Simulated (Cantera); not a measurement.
**Ignition delay**

Mixture: 7.15 % CH₄, 0.607 % C₂H₆, 0.929 % C₃H₈, 19.1 % O₂, 72.2 % N₂, at 760 Torr, adiabatic and at constant pressure. Ignition delay is the time to a rise of 400 K.

Cantera simulation using GRI-Mech 3.0 (53 species, 325 reactions); the numbers are that mechanism's predictions, not measurements.

| T0 (K) | delay (ms) |
|---|---|
| 1150 | 13.6 |
| 1225 | 4.14 |
| 1300 | 1.39 |
| 1375 | 0.533 |
| 1450 | 0.236 |
| 1525 | 0.119 |
| 1600 | 0.0675 |
| 1675 | 0.0421 |

- apparent activation energy between 1525 and 1675 K: 150 kJ/mol
